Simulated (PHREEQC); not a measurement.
Acid rinse or clean: an equilibrium model

Make-up at 3.3 °C: 0.0076 mol HCl, 0.12 mol CaCl2 and 0.00031 mol CuCl2 per kg of water. Closed to the air; pH follows from the charge balance.

Equilibrium calculation in PHREEQC: ion-association model, phreeqc.dat.

```yaml
pH: 2.23
ionic_strength: 0.368 mol/kgw
activity_of_water: 0.994
specific_conductance: 13400 µS/cm
density: 1.011 g/cm³
total_alkalinity: -7.60 meq/kg
```

| species | molality | activity | log γ |
|---|---|---|---|
| Cl- | 0.248 | 0.169 | -0.168 |
| Ca+2 | 0.120 | 0.0345 | -0.542 |
| H+ | 0.00760 | 0.00593 | -0.108 |
| Cu+2 | 0.000292 | 8.26e-5 | -0.548 |
| CuCl+ | 1.75e-5 | 1.19e-5 | -0.167 |
| CuCl2 | 7.69e-7 | 8.37e-7 | 0.037 |

This is a speciation only: nothing precipitates in the calculation. Complexes and solids missing from the database can't appear. Constants without temperature data keep their 25 °C values here.
